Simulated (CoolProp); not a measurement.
Vapour-liquid equilibrium of propylene (1) + R152A (2) at 0.0812 bar; x and y are mole fractions of (1).

Model: multi-fluid Helmholtz-energy mixture model, Lemmon 2013 and Outcalt 1996; pair parameters Bell 2016, in CoolProp.

```csv
x,"bubble temperature, mixture model (°C)","bubble temperature, Raoult's law (°C)","y, mixture model","y, Raoult's law"
0.05,-76.6,-71.3,0.449,0.184
0.15,-84.2,-75.0,0.725,0.443
0.25,-87.4,-78.0,0.806,0.611
0.35,-88.9,-80.6,0.839,0.725
0.45,-89.6,-82.8,0.855,0.806
0.55,-90.0,-84.7,0.864,0.865
0.65,-90.2,-86.4,0.872,0.909
0.75,-90.5,-87.9,0.885,0.943
0.85,-90.8,-89.2,0.908,0.970
0.95,-91.0,-90.5,0.957,0.991
```

The largest gap from Raoult's law is -9.4 K in bubble temperature, at x = 0.25. No azeotrope shows between x = 0.05 and 0.95.

Pair parameters are fitted to limited data, so mixtures are less certain than the pure fluids. With so large a gap from Raoult's law the liquid may split in two, which this calculation doesn't test in full.
